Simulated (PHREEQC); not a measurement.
Consider water at 25 °C with 0.025 mol/kgw H2SO4, 0.0011 mol/kgw FeCl3 and 0.0039 mol/kgw MnSO4. Closed to the air; pH follows from the charge balance.

Equilibrium calculation in PHREEQC: ion-association model, wateq4f.dat.

No solid was allowed to form.

Task: Order these Mn species by the share of Mn that they hold, largest first: Mn+2, MnCl+, MnSO4.

Result: Mn+2 (71 %), MnSO4 (28 %), MnCl+ (0.44 %)

Task: Order these S species by the share of S that they hold, largest first: FeSO4+, Fe(SO4)2-, HSO4-, SO4-2, MnSO4.

Result: HSO4- (56 %), SO4-2 (36 %), MnSO4 (3.8 %), FeSO4+ (2.9 %), Fe(SO4)2- (0.60 %)

The pH is 1.54 and the ionic strength 0.0541 mol/kgw. Saturation is exceeded, for instance for Hematite (slow to form), Goethite (slow to form); the values hold only as long as no solid forms.
